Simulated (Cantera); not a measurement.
An isothermal, constant-pressure homogeneous reactor starts with 13.7 % NO, 86.3 % N2, at 1875 K and 190000 Pa.

Model: GRI-Mech 3.0 (53 species, 325 reactions), integrated in Cantera.

x: mole fraction; the columns are a selection and need not sum to one.

```json
[
 {"t (s)": "0.000400", "x NO": "0.137", "x O2": "1.40e-7", "x N2": "0.863", "x O": "[?]", "x NO2": "6.33e-6"},
 {"t (s)": "0.00101", "x NO": "0.137", "x O2": "1.65e-6", "x N2": "0.863", "x O": "[?]", "x NO2": "1.81e-5"},
 {"t (s)": "0.00256", "x NO": "0.137", "x O2": "1.72e-5", "x N2": "0.863", "x O": "[?]", "x NO2": "3.49e-5"},
 {"t (s)": "0.00649", "x NO": "0.137", "x O2": "8.23e-5", "x N2": "0.863", "x O": "8.08e-6", "x NO2": "3.93e-5"},
 {"t (s)": "0.0164", "x NO": "0.136", "x O2": "0.000253", "x N2": "0.863", "x O": "8.40e-6", "x NO2": "4.08e-5"},
 {"t (s)": "0.0416", "x NO": "0.136", "x O2": "0.000684", "x N2": "0.864", "x O": "[?]", "x NO2": "4.43e-5"},
 {"t (s)": "0.105", "x NO": "0.133", "x O2": "0.00177", "x N2": "0.865", "x O": "[?]", "x NO2": "5.17e-5"},
 {"t (s)": "0.266", "x NO": "0.128", "x O2": "0.00445", "x N2": "0.868", "x O": "[?]", "x NO2": "6.51e-5"},
 {"t (s)": "0.674", "x NO": "0.115", "x O2": "0.0107", "x N2": "0.874", "x O": "[?]", "x NO2": "8.26e-5"},
 {"t (s)": "1.71", "x NO": "0.0900", "x O2": "0.0234", "x N2": "0.886", "x O": "[?]", "x NO2": "9.13e-5"},
 {"t (s)": "4.32", "x NO": "0.0524", "x O2": "0.0422", "x N2": "0.905", "x O": "[?]", "x NO2": "7.03e-5"},
 {"t (s)": "10.9", "x NO": "0.0193", "x O2": "0.0588", "x N2": "0.922", "x O": "4.27e-5", "x NO2": "3.04e-5"},
 {"t (s)": "27.7", "x NO": "0.00539", "x O2": "0.0658", "x N2": "0.929", "x O": "4.50e-5", "x NO2": "8.97e-6"},
 {"t (s)": "70.0", "x NO": "0.00331", "x O2": "0.0668", "x N2": "0.930", "x O": "4.54e-5", "x NO2": "5.54e-6"}
]
```

Q: Fill in the missing entries.

A: 
- 0.000400, x O: 1.62e-6
- 0.00101, x O: 3.98e-6
- 0.00256, x O: 7.24e-6
- 0.0416, x O: 9.15e-6
- 0.105, x O: 1.08e-5
- 0.266, x O: 1.41e-5
- 0.674, x O: 1.96e-5
- 1.71, x O: 2.77e-5
- 4.32, x O: 3.64e-5
